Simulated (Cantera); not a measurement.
Input: 1 mol CS2, 0.45 mol H2, a varied amount of O2, at 748 K and 0.00500 bar.

Equilibrium computed with Cantera from the NASA thermochemical tables; the gas is ideal and each condensed phase is pure. Candidate condensed phases: C, C6H6, C7H8, C8H18, H2O, H2SO4, S; 123 gas species. Gases not in the tables: S3 to S7. Rates play no part.

Which condensed phases are stable at each of these points (n(O2) (mol)): 0.15, 0.29, 0.44, 0.59, 0.73, 0.88, 1?


```
n(O2) (mol)  condensed phases  C condensed (%)
-----------  ----------------  ---------------
0.15              C(graphite)              8.5
0.29                 gas only              0.0
0.44                 gas only              0.0
0.59                 gas only              0.0
0.73                 gas only              0.0
0.88                 gas only              0.0
1                    gas only              0.0
```

At 0.15 mol O2 the condensed part is C(graphite). From 0.29 mol O2 to 1 mol O2 nothing is condensed.
